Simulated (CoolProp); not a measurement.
Toluene along the isobar 44.9 bar: Z from the reference equation and from simpler models built on Tc = 591.7 K, pc = 41.26 bar, ω = 0.266; each cubic takes its own stable root.

Computed with CoolProp (reference Helmholtz-energy equation of state, Lemmon 2006). It is a short technical equation, of lower accuracy than the large ones.

```csv
T (K),phase,reference,van der Waals,Redlich-Kwong,Soave-Redlich-Kwong,Peng-Robinson
208.1,liquid,0.2522,0.4354,0.2934,0.2909,0.2598
211.7,liquid,0.2488,0.4290,0.2891,0.2866,0.2559
215.3,liquid,0.2455,0.4229,0.2851,0.2824,0.2521
218.9,liquid,0.2424,0.4170,0.2811,0.2784,0.2485
222.5,liquid,0.2393,0.4112,0.2773,0.2745,0.2450
226.2,liquid,0.2362,0.4056,0.2735,0.2706,0.2415
229.8,liquid,0.2334,0.4002,0.2700,0.2670,0.2382
233.4,liquid,0.2306,0.3951,0.2665,0.2635,0.2351
237,liquid,0.2279,0.3901,0.2632,0.2601,0.2320
240.6,liquid,0.2253,0.3853,0.2600,0.2568,0.2290
244.2,liquid,0.2228,0.3806,0.2569,0.2536,0.2262
247.9,liquid,0.2202,0.3759,0.2539,0.2505,0.2233
251.5,liquid,0.2179,0.3716,0.2510,0.2475,0.2207
255.1,liquid,0.2156,0.3673,0.2482,0.2446,0.2181
258.7,liquid,0.2134,0.3632,0.2455,0.2418,0.2155
```
